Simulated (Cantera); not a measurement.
Feed: 1 mol SiH₄, 4.4 mol H₂, equilibrated at 2.10 mbar.

Cantera equilibrium calculation (NASA polynomials, part measured and part estimated; ideal gas, pure solids and liquids). Candidate condensed phases: Si; 9 gas species. Gases not in the tables: Si₂H₆ and higher silanes. Equilibrium is a limit: real reactors are often held back by kinetics, nucleation or transport.

x: gas mole fraction; n: condensed amount in mol.

```tsv
T (K)	x H₂	x Si	x H	x SiH	n Si(s)	n Si(l)
1648	0.998	0.000123	0.00194	1.03e-5	0.999	0
1723	0.996	0.000468	0.00397	3.08e-5	0	0.997
1798	0.991	0.00147	0.00765	7.69e-5	0	0.990
1873	0.982	?	?	?	0	0.971
1948	0.964	?	?	?	0	0.923
2023	0.932	0.0271	0.0400	0.000771	0	0.807
2098	0.873	0.0622	0.0627	0.00145	0	0.534
2173	0.780	0.123	0.0930	0.00231	0	0
```

### Question
Complete the blanks.

### Answer

- 1873, x Si: 0.00420
- 1873, x H: 0.0140
- 1873, x SiH: 0.000178
- 1948, x Si: 0.0111
- 1948, x H: 0.0242
- 1948, x SiH: 0.000383
